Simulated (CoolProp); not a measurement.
Saturation properties of C2F6 (R116) (Tc = 293.0 K, pc = 3.048 MPa, ω = 0.257).

Values from CoolProp's reference Helmholtz-energy equation of state, Lemmon 2006. It is a short technical equation, of lower accuracy than the large ones.

| T (K) | p (MPa) | liquid density (kg/m³) | liquid viscosity (µPa s) |
|---|---|---|---|
| 226.9 | 0.4284 | 1452 | 245 |
| 229.5 | 0.4726 | 1438 | 234 |
| 232.1 | 0.5201 | 1424 | 224 |
| 234.6 | 0.5691 | 1410 | 215 |
| 237.2 | 0.6236 | 1395 | 206 |
| 239.8 | 0.6819 | 1380 | 197 |
| 242.4 | 0.7441 | 1365 | 189 |
| 245 | 0.8104 | 1349 | 181 |
| 247.5 | 0.8782 | 1333 | 173 |
| 250.1 | 0.9532 | 1316 | 165 |
| 252.7 | 1.033 | 1299 | 158 |
| 255.3 | 1.117 | 1281 | 151 |
| 257.9 | 1.207 | 1262 | 144 |
| 260.4 | 1.297 | 1244 | 137 |

It boils at 195.1 K under 1 atm.

Viscosity comes from a separate model (Huber 2003), an estimate that may be off by 10 % or more.
